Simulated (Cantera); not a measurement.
## Equilibrium for chlorosilane synthesis and conversion: SiCl4 + Cl2 + H2

Input: 1 mol SiCl4, 0.53 mol Cl2, 1.5 mol H2, at 0.133 bar.

These are equilibrium values from Cantera (NASA tables, ideal gas, pure condensed phases), not measurements of a reactor. Candidate condensed phases: Si; 19 gas species. The tables' values for SiCl3 are old estimates; treat these amounts as uncertain. Equilibrium is a limit: real reactors are often held back by kinetics, nucleation or transport.

```
T (K)  x HCl  x SiCl4   x H2  x SiHCl3   x SiCl3   x SiCl2
-----  -----  -------  -----  --------  --------  --------
575    0.350    0.330  0.320   4.49e-6  2.70e-11    <1e-12
625    0.350    0.330  0.320   1.46e-5  5.31e-10    <1e-12
675    0.350    0.330  0.320   3.96e-5   6.66e-9    <1e-12
725    0.350    0.330  0.320   9.31e-5   5.87e-8  2.55e-12
775    0.350    0.330  0.320  0.000195   3.89e-7  6.50e-11
825    0.350    0.330  0.320  0.000372   2.04e-6   1.11e-9
875    0.350    0.329  0.319  0.000657   8.79e-6   1.36e-8
925    0.351    0.329  0.319   0.00109   3.23e-5   1.26e-7
975    0.352    0.328  0.318   0.00170  0.000103   9.18e-7
1025   0.353    0.327  0.317   0.00253  0.000293   5.47e-6
1075   0.354    0.326  0.316   0.00361  0.000749   2.73e-5
1125   0.356    0.323  0.314   0.00494   0.00175  0.000116
1175   0.360    0.319  0.311   0.00648   0.00374  0.000429
1225   0.366    0.312  0.305   0.00810   0.00735   0.00137
```
x: gas mole fraction; nothing condenses.

From 575 K to 1225 K nothing is condensed. The main Si-bearing gas is SiCl4 throughout.
